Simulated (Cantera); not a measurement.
Feed: 1 mol B, 4.6 mol H2, held at 75.0 Torr.

Cantera equilibrium calculation (NASA polynomials, part measured and part estimated; ideal gas, pure solids and liquids). Candidate condensed phases: B; 7 gas species. Gases not in the tables: B2H6 and higher boranes. Kinetics and transport are ignored.

Q: Which condensed phases are stable at each of these points (T (°C)): 775, 925, 1075, 1225, 1375, 1525, 1675, 1825, 1975, 2125?

A: 
```csv
T (°C),condensed phases,B condensed (%)
775,B(s),100.0
925,B(s),100.0
1075,B(s),100.0
1225,B(s),100.0
1375,B(s),100.0
1525,B(s),99.9
1675,B(s),99.8
1825,B(s),99.6
1975,B(s),99.2
2125,B(l),98.5
```

From 775 °C to 1975 °C the condensed part is B(s). At 2125 °C the condensed part is B(l).
